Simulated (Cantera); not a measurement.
Feed: 1 mol C3H6, 0.071 mol O2, equilibrated at 1275 K and 1 atm.

Cantera equilibrium calculation (NASA polynomials, part measured and part estimated; ideal gas, pure solids and liquids). Candidate condensed phases: C, C6H6, C7H8, C8H18, H2O; 110 gas species. The numbers say what is thermodynamically allowed, not how fast it happens.

Problem. What is the equilibrium state?

Solution. 
```
Property           Result
--------------  ---------
x(H2)               0.946
x(CO)              0.0451
x(CH4)            0.00840
x(H2O)           0.000504
x(CO2)            1.44e-5
x(C2H4)           1.41e-6
n(C(graphite))   2.83 mol
gas amount      3.114 mol
```
